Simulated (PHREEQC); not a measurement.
Make-up at 25 °C: 0.007 mol/kgw KOH and 0.00037 mol/kgw CO2. Closed to the air; pH follows from the charge balance.

All values are PHREEQC results (ion-association model, phreeqc.dat), not measurements.

| quantity | before | after |
|---|---|---|
| pH | 11.75 | 12.29 |
| ionic strength (mol/kgw) | 0.00736 | 0.00737 |
| HCO3- (mol/kgw) | 1.04e-5 | 4.47e-6 |

Q: Which change was made?
(A) KOH replaced by K2SO4 at the same molality
(B) temperature from 25 to 10 °C
(C) KOH from 0.007 to 0.0105 mol/kgw
(D) CO2 from 0.00037 to 7.4e-05 mol/kgw
(E) KOH from 0.007 to 0.0063 mol/kgw

A: B, temperature from 25 to 10 °C

Precipitation was switched off in this run. Away from 25 °C the constants follow the database's enthalpies or fits; those with neither stay at their 25 °C values.
